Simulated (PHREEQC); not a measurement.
Polishing slurry liquid (model solution)

Solution (25 °C): 0.083 mol/kgw HNO3, 0.046 mol/kgw Al(NO3)3 and 5e-05 mol/kgw CuSO4. Closed to the air; pH follows from the charge balance.

Equilibrium calculation in PHREEQC: ion-association model, phreeqc.dat.

No solid was allowed to form.

Question: Estimate the pH.

Answer: pH 1.19.

Question: In which forms is S present?

Answer: AlSO4+ 62 %, HSO4- 25 %, SO4-2 12 %, AlHSO4+2 0.9 % of the S.
